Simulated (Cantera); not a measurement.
Feed: 1 mol V2O3, a varied amount of H2, equilibrated at 1900 °C and 1.00 bar.

These are equilibrium values from Cantera (NASA tables, ideal gas, pure condensed phases), not measurements of a reactor. Candidate condensed phases: H2O, V, VO, V2O3, V2O4, V2O5; 12 gas species. VO: taken at fixed stoichiometry. Equilibrium is a limit: real reactors are often held back by kinetics, nucleation or transport.

Task: At 30 mol H2, list the 4 most abundant gas species with their mole fractions, and the condensed phases.

Result: H2 0.962, H2O 0.0331, H 0.00474, VO2 9.21e-5. Condensed: VO(l).
